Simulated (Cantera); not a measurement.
A freely propagating, adiabatic, planar premixed flame of H2 : O2 : N2 : H2O = 1 : 0.294 : 1.11 : 0.06 (molar parts), unburnt at 675 K and 0.987 atm; mixture-averaged transport, grid criteria slope 0.08 and curve 0.16, no radiation.

Detailed kinetics in Cantera: the H2/O2 subset of GRI-Mech 3.0, which has no nitrogen chemistry. Burning velocities carry a grid error of a few per cent, more on coarse grids.

Question: What does this change do: inlet temperature 675 to 500 K?

Answer: 
```tsv
quantity	before	after
laminar burning velocity	1080 cm/s	648 cm/s
thermal thickness	0.467 mm	0.404 mm
peak x(OH)	0.00950	0.00733
peak x(HO2)	0.000244	0.000385
peak x(H2O2)	6.08e-6	2.88e-5
```

Question: What does this change do: H2 1 to 0.8 parts?

Answer: 
| quantity | before | after |
|---|---|---|
| laminar burning velocity | 1080 cm/s | 1040 cm/s |
| thermal thickness | 0.467 mm | 0.476 mm |
| peak x(OH) | 0.00950 | 0.0148 |
| peak x(HO2) | 0.000244 | 0.000262 |
| peak x(H2O2) | 6.08e-6 | 7.52e-6 |
